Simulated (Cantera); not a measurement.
Feed: 1 mol SiCl₄, 0.79 mol Cl₂, 14 mol H₂, held at 1023 K and 270000 Pa.

These are equilibrium values from Cantera (NASA tables, ideal gas, pure condensed phases), not measurements of a reactor. Candidate condensed phases: Si; 19 gas species. The tables' values for SiCl₃ are old estimates; treat these amounts as uncertain. The numbers say what is thermodynamically allowed, not how fast it happens.

Base state: H₂ 0.832, HCl 0.104, SiCl₄ 0.0592, SiHCl₃ 0.00400, SiCl₃ 6.20e-5, SiH₂Cl₂ 3.00e-5 (mole fractions); condensed: gas only.

Problem. What changes in the equilibrium state with this change: Cl₂ from 0.79 to 1.2 mol?

Solution. 
```json
[
 {"species": "H₂", "before": "0.832", "after": "0.787"},
 {"species": "HCl", "before": "0.104", "after": "0.151"},
 {"species": "SiCl₄", "before": "0.0592", "after": "0.0591"},
 {"species": "SiHCl₃", "before": "0.00400", "after": "0.00261"},
 {"species": "SiH₂Cl₂", "before": "3.00e-5", "after": "1.28e-5"},
 {"species": "SiCl₃", "before": "6.20e-5", "after": "4.16e-5"}
]
```
